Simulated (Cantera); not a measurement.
Feed: 1 mol Zr, 0.023 mol H2O, equilibrated at 0.0350 bar.

Cantera equilibrium calculation (NASA polynomials, part measured and part estimated; ideal gas, pure solids and liquids). Candidate condensed phases: H2O, Zr, ZrO2; 12 gas species. Mutual solubility and eutectic melting of coexisting phases are not modelled. Condensed phases not in the tables: N, O or C dissolved in the metal. The numbers say what is thermodynamically allowed, not how fast it happens.

x: gas mole fraction; n: condensed amount in mol.

| T (K) | x H2 | x H | x ZrO | x Zr | n Zr(l) | n ZrO2(tetragonal) | n ZrO2(s) |
|---|---|---|---|---|---|---|---|
| 2300 | 0.949 | 0.0504 | 0.000171 | [?] | 0.988 | 0.0115 | 0 |
| 2350 | 0.935 | 0.0645 | 0.000332 | [?] | 0.988 | 0.0115 | 0 |
| 2400 | 0.918 | 0.0815 | 0.000626 | [?] | 0.988 | 0.0115 | 0 |
| 2450 | 0.897 | 0.102 | 0.00115 | [?] | 0.988 | 0.0115 | 0 |
| 2500 | 0.872 | 0.126 | 0.00206 | [?] | 0.988 | 0.0115 | 0 |
| 2550 | 0.843 | 0.153 | 0.00361 | [?] | 0.988 | 0.0115 | 0 |
| 2600 | 0.809 | 0.185 | 0.00619 | [?] | 0.988 | 0.0114 | 0 |
| 2650 | 0.769 | 0.220 | 0.0104 | [?] | 0.988 | 0 | 0.0114 |
| 2700 | 0.724 | 0.258 | 0.0171 | [?] | 0.988 | 0 | 0.0113 |

Task: Fill in the missing entries.

Result: 
- 2300, x Zr: 7.13e-6
- 2350, x Zr: 1.36e-5
- 2400, x Zr: 2.51e-5
- 2450, x Zr: 4.52e-5
- 2500, x Zr: 7.96e-5
- 2550, x Zr: 0.000137
- 2600, x Zr: 0.000231
- 2650, x Zr: 0.000381
- 2700, x Zr: 0.000617
